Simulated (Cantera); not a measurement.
A perfectly stirred reactor is fed with CH4 : H2 : CO2 = 0.016 : 1 : 0.014 (molar parts), at 0.0132 atm; it is held at 1323 K, and followed from long to short residence time.

Detailed kinetics in Cantera: GRI-Mech 3.0 (53 species, 325 reactions). Radical loss at walls, strong at low pressure, is not modelled.

What does this change do: temperature 1323 to 3000 K?


```json
[
 {"quantity": "x(CH4) at τ = 16.0 s", "before": "0.0155", "after": "1.08e-8"},
 {"quantity": "x(H2) at τ = 16.0 s", "before": "0.969", "after": "0.274"},
 {"quantity": "x(CO2) at τ = 16.0 s", "before": "0.0116", "after": "7.69e-9"},
 {"quantity": "x(CH2) at τ = 16.0 s", "before": "2.26e-11", "after": "2.00e-6"},
 {"quantity": "x(C2H6) at τ = 16.0 s", "before": "9.03e-8", "after": "<1e-12"},
 {"quantity": "x(CH4) at τ = 0.190 s", "before": "0.0155", "after": "8.63e-7"},
 {"quantity": "x(H2) at τ = 0.190 s", "before": "0.971", "after": "0.530"},
 {"quantity": "x(CO2) at τ = 0.190 s", "before": "0.0136", "after": "1.35e-6"},
 {"quantity": "x(CH2) at τ = 0.190 s", "before": "<1e-12", "after": "1.61e-5"},
 {"quantity": "x(C2H6) at τ = 0.190 s", "before": "3.24e-10", "after": "<1e-12"}
]
```

What does this change do: temperature 1323 to 1948 K?


```tsv
quantity	before	after
x(CH4) at τ = 16.0 s	0.0155	0.000487
x(H2) at τ = 16.0 s	0.969	0.962
x(CO2) at τ = 16.0 s	0.0116	2.70e-5
x(CH2) at τ = 16.0 s	2.26e-11	9.60e-7
x(C2H6) at τ = 16.0 s	9.03e-8	2.29e-9
x(CH4) at τ = 0.190 s	0.0155	0.00570
x(H2) at τ = 0.190 s	0.971	0.958
x(CO2) at τ = 0.190 s	0.0136	0.000799
x(CH2) at τ = 0.190 s	<1e-12	3.80e-6
x(C2H6) at τ = 0.190 s	3.24e-10	1.84e-7
```
